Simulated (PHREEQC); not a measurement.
Make-up at 20 °C: 0.09 mol CuCl2, 0.042 mol HNO3 and 0.0045 mol NaCl per kg of water. Closed to the air; pH follows from the charge balance.

Computed with PHREEQC (ion-association model, wateq4f.dat).

This is a speciation only: nothing precipitates in the calculation.

**Question.** Order these Cu species by the share of Cu that they hold, largest first: CuCl2, Cu+2, CuCl+.

**Answer.** Cu+2 (90 %), CuCl+ (9.6 %), CuCl2 (0.38 %)

**Question.** Order these Cl species by the share of Cl that they hold, largest first: CuCl2, Cl-, CuCl+.

**Answer.** Cl- (95 %), CuCl+ (4.7 %), CuCl2 (0.37 %)

The pH is 1.48 and the ionic strength 0.298 mol/kgw.
